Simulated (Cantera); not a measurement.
**Premixed flame**

A freely propagating, adiabatic, planar premixed flame of CH₄ : H₂ : O₂ : N₂ : H₂O = 1 : 0.042 : 2.5 : 9.41 : 2.5 (molar parts), unburnt at 500 K and 3150 Torr; mixture-averaged transport, grid criteria slope 0.08 and curve 0.16, no radiation.

Model: GRI-Mech 3.0 (53 species, 325 reactions), integrated in Cantera. Burning velocities carry a grid error of a few per cent, more on coarse grids.

| z (mm) | T (K) | u (m/s) | x CH₄ | x H₂ | x O₂ | x CH₂ | x HCN | x N₂O |
|---|---|---|---|---|---|---|---|---|
| -1.03 | 502 | 0.156 | 0.0646 | 0.00294 | 0.162 | <1e-8 | <1e-8 | <1e-8 |
| -0.685 | 514 | 0.160 | 0.0638 | 0.00320 | 0.161 | <1e-8 | <1e-8 | <1e-8 |
| -0.514 | 545 | 0.170 | 0.0621 | 0.00346 | 0.158 | <1e-8 | <1e-8 | <1e-8 |
| -0.343 | 668 | 0.209 | 0.0555 | 0.00385 | 0.149 | <1e-8 | 1.33e-8 | 2.42e-8 |
| -0.171 | 1047 | 0.330 | 0.0351 | 0.00436 | 0.115 | <1e-8 | 6.54e-8 | 1.28e-7 |
| -0.0856 | 1362 | 0.429 | 0.0175 | 0.00459 | 0.0833 | 1.01e-7 | 1.24e-7 | 2.55e-7 |
| 0 | 1674 | 0.526 | 0.00215 | 0.00392 | 0.0493 | 5.29e-6 | 2.02e-7 | 4.51e-7 |
| 0.0856 | 1799 | 0.562 | 1.92e-5 | 0.00200 | 0.0362 | 3.00e-7 | 9.66e-8 | 6.81e-7 |
| 0.171 | 1841 | 0.574 | 1.60e-7 | 0.00113 | 0.0333 | <1e-8 | 2.89e-8 | 7.63e-7 |
| 0.343 | 1868 | 0.582 | <1e-8 | 0.000451 | 0.0319 | <1e-8 | <1e-8 | 6.37e-7 |
| 0.685 | 1879 | 0.585 | <1e-8 | 0.000154 | 0.0315 | <1e-8 | <1e-8 | 3.35e-7 |
| 1.37 | 1881 | 0.586 | <1e-8 | 9.48e-5 | 0.0314 | <1e-8 | <1e-8 | 2.01e-7 |
| 2.74 | 1881 | 0.586 | <1e-8 | 9.08e-5 | 0.0314 | <1e-8 | <1e-8 | 1.88e-7 |
x: mole fraction of selected species; z is measured from the peak of heat release.

```json
{
  "laminar_burning_velocity": "15.6 cm/s",
  "thermal_thickness": "0.343 mm",
  "peak x(CH₂)": "5.44e-6",
  "peak x(HCN)": "2.03e-7",
  "grid_points": "132"
}
```
